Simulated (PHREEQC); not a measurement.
Solution (20 °C): 0.071 mol/kgw HF, 5.9e-05 mol/kgw NH4HF2 and 0.26 mol/kgw H2SO4. Closed to the air; pH follows from the charge balance.

Computed with PHREEQC (ion-association model, wateq4f.dat).

Each row changes one thing in this solution. Precipitation was switched off in this run.

```tsv
case	pH	ionic strength (mol/kgw)	HF (mol/kgw)	H2F2 (mol/kgw)	F- (mol/kgw)	HF2- (mol/kgw)
as made	0.64	0.325	0.0524	0.00920	0.000269	5.58e-5
HF left out	0.64	0.325	0.000117	4.62e-8	6.03e-7	2.81e-10
NH4HF2 from 5.9e-05 to 2.95e-05 mol/kgw	0.64	0.325	0.0523	…	0.000269	5.57e-5
H2SO4 left out	2.19	0.00705	0.0484	0.00730	0.00598	0.00107
0.0041 mol/kgw H3PO4 added	0.64	0.325	0.0524	0.00920	0.000269	5.58e-5
temperature from 20 to 40 °C	0.66	0.305	0.0595	…	0.000220	5.89e-5
0.024 mol/kgw NH4BF4 added	0.64	…	0.0524	0.00926	0.000272	5.67e-5
NH4HF2 from 5.9e-05 to 6.49e-05 mol/kgw	0.64	0.325	0.0524	0.00920	0.000269	5.58e-5
```

Problem. Complete the blanks.

Solution. 
- NH4HF2 from 5.9e-05 to 2.95e-05 mol/kgw, H2F2 (mol/kgw): 0.00918
- temperature from 20 to 40 °C, H2F2 (mol/kgw): 0.00567
- 0.024 mol/kgw NH4BF4 added, ionic strength (mol/kgw): 0.349

wateq4f.dat counts part of the HF as a dimer, H2F2, which phreeqc.dat doesn't know; its constant is uncertain. H3PO4, which wateq4f.dat lacks, is added to it with the constant of phreeqc.dat. At this temperature some constants are extrapolated from 25 °C, and those without enthalpy data are left unchanged.
